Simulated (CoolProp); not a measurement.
Values from CoolProp's reference Helmholtz-energy equation of state, Thol 2014.

Problem. Give the vapour pressure (MPa), liquid density (kg/m³), vapour density (kg/m³), enthalpy of vaporisation (kJ/kg) of saturated diethyl ether at 341.8, 344.8, 356.7 K.

Solution. 
```json
[
 {"T (K)": "341.8", "p (MPa)": "0.297", "liquid density (kg/m³)": "654", "vapour density (kg/m³)": "8.55", "enthalpy of vaporisation (kJ/kg)": "326"},
 {"T (K)": "344.8", "p (MPa)": "0.322", "liquid density (kg/m³)": "650", "vapour density (kg/m³)": "9.26", "enthalpy of vaporisation (kJ/kg)": "323"},
 {"T (K)": "356.7", "p (MPa)": "0.441", "liquid density (kg/m³)": "633", "vapour density (kg/m³)": "12.5", "enthalpy of vaporisation (kJ/kg)": "310"}
]
```
